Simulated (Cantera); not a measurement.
# Thermodynamics of abatement and gas-phase synthesis, feed H2O + H2

Feed: 1 mol H2O, 0.49 mol H2, at 51.0 Torr.

Method: chemical equilibrium by Gibbs-energy minimisation in Cantera with the NASA 1993 tables (ideal gas, pure condensed phases). Candidate condensed phases: H2O; 22 gas species. Ions and electrons are included (thermal ionisation). Kinetics and transport are ignored.

From 2500 K to 5000 K nothing is condensed.

| T (K) | x H | x H2O | x H2 | x O | x OH | x O2 |
|---|---|---|---|---|---|---|
| 2500 | 0.0533 | 0.614 | 0.306 | 0.00254 | 0.0222 | 0.00209 |
| 3000 | 0.305 | 0.245 | 0.253 | 0.0720 | 0.0977 | 0.0275 |
| 3500 | 0.640 | 0.0122 | 0.0800 | 0.210 | 0.0450 | 0.0123 |
| 4000 | 0.730 | 0.000285 | 0.0143 | 0.245 | 0.00852 | 0.00184 |
| 4500 | 0.745 | 1.17e-5 | 0.00315 | 0.250 | 0.00193 | 0.000343 |
| 5000 | 0.747 | 8.74e-7 | 0.000919 | 0.251 | 0.000574 | 8.73e-5 |
x: gas mole fraction; nothing condenses.
